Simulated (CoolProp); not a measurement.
Model: reference Helmholtz-energy equation of state, Zhou 2011, in CoolProp.

Problem. Give the vapour pressure (kPa), vapour Z, surface tension (mN/m) of saturated dimethyl carbonate at 440.9 K.

Solution. 
```
T (K)  p (kPa)  vapour Z  surface tension (mN/m)
-----  -------  --------  ----------------------
440.9      731     0.878                    9.33
```

Surface tension comes from a separate correlation (Mulero 2014).
